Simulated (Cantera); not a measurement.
A Cantera script and what it prints.

```python
import numpy as np
import cantera as ct

gas_names = """
    Cu CuF CuF2 CuO Cu2 F FO FO2 F2 F2O H HF HOF HO2 H2 H2F2 H2O H2O2 H3F3 H4F4 H5F5 H6F6 H7F7 O OH O2
    O3
""".split()
cond_names = """
    Cu(cr) Cu(L) CuF2(s) CuF2(L) CuO(s) CuO2H2(s) Cu2O(s) Cu2O(L) H2O(s) H2O(L)
""".split()


# ... load() reads the species with a 1 bar reference pressure and builds the phases ...
atoms = {
    'CuO': {'Cu': 1, 'O': 1},
    'F2': {'F': 2},
    'H2': {'H': 2},
}
top_T = {'CuO(s)': 1390}  # K; cautious upper limits of use, not melting points


# ... equilibrate(T, P, feed) seeds the gas with the atoms and calls Mixture.equilibrate('TP', solver="vcs", rtol=1e-11, max_steps=5000) ...
results = []
feed = {'CuO': 1, 'F2': 10, 'H2': 2}  # mol
P = 13332.2  # Pa
for T in [1175, 1225, 1275, 1325, 1375, 1425, 1475, 1525, 1575, 1625, 1675, 1725, 1775, 1825]:
    mix = equilibrate(T, P, feed)
    results.append((T, P, feed, dict(zip(mix.species_names, mix.species_moles))))
    x = sorted(zip(gas.X, gas.species_names), reverse=True)
    print(f"T = {T:g} K  P = {P:g} Pa  gas = {mix.phase_moles(0):.4g} mol")
    print("   x: " + "  ".join(f"{s} {v:.3e}" for v, s in x if v > 0.0001))
    print("   condensed (mol): " + ("  ".join(f"{mix.phase(i).name} {mix.phase_moles(i):.4g}"
          for i in range(1, mix.n_phases) if mix.phase_moles(i) > 1e-12) or "none"))
```

It prints:

```
T = 1175 K  P = 13332.2 Pa  gas = 15.61 mol
   x: F 5.154e-01  HF 2.562e-01  F2 1.907e-01  O2 3.202e-02  CuF2 5.651e-03
   condensed (mol): CuF2(L) 0.9118
T = 1225 K  P = 13332.2 Pa  gas = 16.62 mol
   x: F 5.913e-01  HF 2.406e-01  F2 1.255e-01  O2 3.007e-02  CuF2 1.249e-02
   condensed (mol): CuF2(L) 0.7923
T = 1275 K  P = 13332.2 Pa  gas = 17.59 mol
   x: F 6.406e-01  HF 2.275e-01  F2 7.773e-02  O2 2.842e-02  CuF2 2.574e-02
   condensed (mol): CuF2(L) 0.5473
T = 1325 K  P = 13332.2 Pa  gas = 18.57 mol
   x: F 6.619e-01  HF 2.154e-01  CuF2 4.984e-02  F2 4.592e-02  O2 2.691e-02
   condensed (mol): CuF2(L) 0.07437
T = 1375 K  P = 13332.2 Pa  gas = 18.97 mol
   x: F 6.819e-01  HF 2.109e-01  CuF2 5.272e-02  F2 2.813e-02  O2 2.636e-02
   condensed (mol): none
T = 1425 K  P = 13332.2 Pa  gas = 19.16 mol
   x: F 6.954e-01  HF 2.087e-01  CuF2 5.218e-02  O2 2.608e-02  F2 1.755e-02
   condensed (mol): none
T = 1475 K  P = 13332.2 Pa  gas = 19.28 mol
   x: F 7.037e-01  HF 2.074e-01  CuF2 5.185e-02  O2 2.592e-02  F2 1.114e-02
   condensed (mol): none
T = 1525 K  P = 13332.2 Pa  gas = 19.36 mol
   x: F 7.087e-01  HF 2.066e-01  CuF2 5.165e-02  O2 2.582e-02  F2 7.232e-03
   condensed (mol): none
T = 1575 K  P = 13332.2 Pa  gas = 19.41 mol
   x: F 7.118e-01  HF 2.061e-01  CuF2 5.152e-02  O2 2.575e-02  F2 4.800e-03
   condensed (mol): none
T = 1625 K  P = 13332.2 Pa  gas = 19.44 mol
   x: F 7.138e-01  HF 2.058e-01  CuF2 5.142e-02  O2 2.571e-02  F2 3.257e-03
   condensed (mol): none
T = 1675 K  P = 13332.2 Pa  gas = 19.46 mol
   x: F 7.151e-01  HF 2.056e-01  CuF2 5.135e-02  O2 2.568e-02  F2 2.258e-03
   condensed (mol): none
T = 1725 K  P = 13332.2 Pa  gas = 19.47 mol
   x: F 7.159e-01  HF 2.054e-01  CuF2 5.126e-02  O2 2.566e-02  F2 1.596e-03  CuF 1.007e-04
   condensed (mol): none
T = 1775 K  P = 13332.2 Pa  gas = 19.48 mol
   x: F 7.165e-01  HF 2.053e-01  CuF2 5.114e-02  O2 2.564e-02  F2 1.150e-03  CuF 1.947e-04
   condensed (mol): none
T = 1825 K  P = 13332.2 Pa  gas = 19.49 mol
   x: F 7.169e-01  HF 2.052e-01  CuF2 5.094e-02  O2 2.561e-02  F2 8.427e-04  CuF 3.627e-04
   condensed (mol): none
```

Equilibrium computed with Cantera from the NASA thermochemical tables; the gas is ideal and each condensed phase is pure.
